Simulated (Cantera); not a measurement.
Predominance diagram of Ca at 800 K against the partial pressures of O2 and Cl2 (log10, bar). Standard-state values (1 bar) from the NASA 1993 polynomials, evaluated with Cantera. Candidates: Ca(s), CaCl2(s), CaO(s). Only these pure phases compete in this equilibrium. Not in the tables: oxide halides.

Question: Which phase is stable at these pairs, and which metal-bearing vapour leads over it? (-3.2, -8.2); (-32, -16.5); (-35.2, -8.2); (-9.6, -20.6); (-38.4, -4.1); (-19.2, -28.9); (-25.6, 0)

Answer: 
```json
[
 {"log p(O2)": "-3.2", "log p(Cl2)": "-8.2", "phase": "CaCl2(s)", "chief vapour": "CaCl2", "log p (bar)": "-11.8"},
 {"log p(O2)": "-32", "log p(Cl2)": "-16.5", "phase": "CaCl2(s)", "chief vapour": "CaCl2", "log p (bar)": "-11.8"},
 {"log p(O2)": "-35.2", "log p(Cl2)": "-8.2", "phase": "CaCl2(s)", "chief vapour": "CaCl2", "log p (bar)": "-11.8"},
 {"log p(O2)": "-9.6", "log p(Cl2)": "-20.6", "phase": "CaO(s)", "chief vapour": "CaCl2", "log p (bar)": "-19.7"},
 {"log p(O2)": "-38.4", "log p(Cl2)": "-4.1", "phase": "CaCl2(s)", "chief vapour": "CaCl2", "log p (bar)": "-11.8"},
 {"log p(O2)": "-19.2", "log p(Cl2)": "-28.9", "phase": "CaO(s)", "chief vapour": "CaCl2", "log p (bar)": "-23.2"},
 {"log p(O2)": "-25.6", "log p(Cl2)": "0", "phase": "CaCl2(s)", "chief vapour": "CaCl2", "log p (bar)": "-11.8"}
]
```
